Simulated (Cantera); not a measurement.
## BCl₃ + N₂ (boron, boron nitride and boron oxide)

Feed: 1 mol BCl₃, a varied amount of N₂, at 1348.15 K and 1.00 bar.

Equilibrium computed with Cantera from the NASA thermochemical tables; the gas is ideal and each condensed phase is pure. Candidate condensed phases: B, BN; 10 gas species. N₂ is the only nitrogen source here; it is nearly inert below about 1500 K, so the nitride shown seldom forms there in practice. Kinetics and transport are ignored.

```tsv
n(N₂) (mol)	log p N₂	log p BCl₃	log p Cl	log p BCl₂	log p Cl₂	log p BCl	n BN(s)
4.9	-0.08	-0.77	-4.62	-5.55	-5.78	-8.51	0
6.7	-0.06	-0.89	-4.65	-5.63	-5.85	-8.56	0
8.4	-0.05	-0.97	-4.68	-5.69	-5.90	-8.59	0
10	-0.04	-1.04	-4.70	-5.74	-5.95	-8.61	0
12	-0.03	-1.11	-4.72	-5.79	-5.99	-8.64	0
13	-0.03	-1.15	-4.73	-5.81	-6.01	-8.65	0
15	-0.03	-1.20	-4.75	-5.85	-6.05	-8.67	0
17	-0.02	-1.26	-4.77	-5.88	-6.08	-8.69	0.000104
19	-0.02	-1.30	-4.78	-5.91	-6.11	-8.71	0.000112
20	-0.02	-1.32	-4.79	-5.93	-6.13	-8.72	0.000116
22	-0.02	-1.36	-4.80	-5.95	-6.15	-8.73	0.000123
```
log p: log10 of the partial pressure in bar; n: condensed amount in mol.

From 4.9 mol N₂ to 15 mol N₂ nothing is condensed. From 17 mol N₂ to 22 mol N₂ the condensed part is BN(s). The main B-bearing gas is BCl₃ throughout.
